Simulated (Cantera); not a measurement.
Input: 1 mol B, 0.013 mol H₂O, 2.6 mol O₂, equilibrated at 1073.15 K and 1.10 bar.

These are equilibrium values from Cantera (NASA tables, ideal gas, pure condensed phases), not measurements of a reactor. Candidate condensed phases: B, B₂O₃, B₃O₃H₃, H₂O; 23 gas species. Gases not in the tables: H₃BO₃. Kinetics and transport are ignored.

**Question.** What is the equilibrium state?

**Answer.** 
```json
{
  "x(O₂)": "0.993",
  "x(H₂O)": "0.00696",
  "x((HBO₂)₃)": "1.20e-5",
  "x(HBO₂)": "8.65e-6",
  "n(B₂O₃(l))": "0.500 mol",
  "gas_amount": "1.863 mol",
  "log10 activity of B(s) (absent)": "-24.43",
  "log10 activity of B₃O₃H₃(s) (absent)": "-47.36"
}
```
